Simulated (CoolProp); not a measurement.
The fluid at 298.15 K and 1.6 MPa is throttled through a valve to 1.02 MPa with no heat exchange. The same conditions are run with several fluids, on thermodynamics alone (safety and materials aside).

Model: reference Helmholtz-energy equation of state of each fluid (trans-2-butene: Lemmon 2005; R245ca: Zhou 2016; R1336mzz(Z): McLinden 2020; R236FA: Pan 2012; R141b: Lemmon 2006), in CoolProp.

```tsv
fluid	temperature change (K)	final density (kg/m³)
trans-2-butene	+0.2	(withheld)
R245ca	+0.1	(withheld)
R1336mzz(Z)	+0.2	(withheld)
R236FA	+0.1	(withheld)
R141b	+0.2	(withheld)
```

Task: Some entries are withheld; supply them.

Result: 
- trans-2-butene, final density (kg/m³): 600
- R245ca, final density (kg/m³): 1390
- R1336mzz(Z), final density (kg/m³): 1370
- R236FA, final density (kg/m³): 1360
- R141b, final density (kg/m³): 1240
